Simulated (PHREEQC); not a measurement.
Make-up at 80 °C: 0.024 mol/kgw H2SO4, 0.12 mol/kgw CaCl2 and 0.13 mol/kgw CuCl2. Closed to the air; pH follows from the charge balance.

All values are PHREEQC results (ion-association model, wateq4f.dat), not measurements.

| quantity | before | after |
|---|---|---|
| pH | 1.60 | 1.50 |
| ionic strength (mol/kgw) | 0.574 | 0.739 |
| Cl- (mol/kgw) | 0.400 | 0.486 |
| Ca+2 (mol/kgw) | 0.113 | 0.113 |
| SI of Portlandite (Ca(OH)2) | -17.69 | -22.99 |

Q: Name the change that produced these shifts.
A. H2SO4 left out
B. temperature from 80 to 5 °C
C. 0.11 mol/kgw KHSO4 added

A: B, temperature from 80 to 5 °C

No solid was allowed to form. The ionic strength passes 0.7 mol/kgw, the rough limit of the ion-association models, in after. Some of these states are supersaturated (in Gypsum, for instance). Constants without temperature data keep their 25 °C values here.
